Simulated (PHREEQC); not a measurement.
## Copper plating or etch bath

Make-up at 25 °C: 0.0011 mol/kgw CuSO4, 0.001 mol/kgw HNO3 and 0.00056 mol/kgw KCl. Closed to the air; pH follows from the charge balance.

Computed with PHREEQC (ion-association model, phreeqc.dat).

| Quantity | Value |
|---|---|
| pH | 3.06 |
| ionic strength | 0.00542 mol/kgw |
| specific conductance | 693 µS/cm |
| total alkalinity | -1.00 meq/kg |

```json
[
 {"species": "NO3-", "molality": "0.00100", "activity": "0.000923", "log γ": "-0.035"},
 {"species": "Cu+2", "molality": "0.000996", "activity": "0.000736", "log γ": "-0.131"},
 {"species": "H+", "molality": "0.000937", "activity": "0.000873", "log γ": "-0.031"},
 {"species": "SO4-2", "molality": "0.000932", "activity": "0.000684", "log γ": "-0.134"},
 {"species": "Cl-", "molality": "0.000559", "activity": "0.000516", "log γ": "-0.034"},
 {"species": "K+", "molality": "0.000557", "activity": "0.000515", "log γ": "-0.035"},
 {"species": "CuSO4", "molality": "0.000103", "activity": "0.000103", "log γ": "0.001"},
 {"species": "HSO4-", "molality": "6.28e-5", "activity": "5.81e-5", "log γ": "-0.034"},
 {"species": "KSO4-", "molality": "2.67e-6", "activity": "2.47e-6", "log γ": "-0.033"}
]
```

No solid was allowed to form.
